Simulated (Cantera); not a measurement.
Feed: 1 mol Cr, 1.7 mol N2, 38 mol H2, equilibrated at 2150 K and 1000 Pa.

These are equilibrium values from Cantera (NASA tables, ideal gas, pure condensed phases), not measurements of a reactor. Candidate condensed phases: Cr, CrN, Cr2N; 11 gas species. Rates play no part.

Base state: H2 0.895, N2 0.0409, H 0.0399, Cr 0.0241 (mole fractions); condensed: gas only.

**Question.** What changes in the equilibrium state with this change: temperature from 2150 K to 1698.15 K?

**Answer.** 
```tsv
species	before	after
H2	0.895	0.954
N2	0.0409	0.0427
Cr	0.0241	0.00203
H	0.0399	0.00141
Cr(s), mol	0	0.919
```
